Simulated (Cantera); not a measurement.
Mixture: 3.60 % CH4, 12.9 % O2, 83.5 % N2, at 16.8 atm, adiabatic and at constant volume. Ignition delay is the time to a rise of 400 K.

Detailed kinetics in Cantera: GRI-Mech 3.0 (53 species, 325 reactions). The pressure lies above the range GRI-Mech 3.0 was tuned for (to about 10 atm).

Task: Predict: delay at 1198 K; delay at 1298 K; delay at 1398 K; delay at 1498 K; apparent activation energy between 1448 and 1548 K.

Result: 
```json
{
 "delay at 1198 K": "3.41 ms",
 "delay at 1298 K": "1.08 ms",
 "delay at 1398 K": "0.389 ms",
 "delay at 1498 K": "0.152 ms",
 "apparent activation energy between 1448 and 1548 K": "170 kJ/mol"
}
```
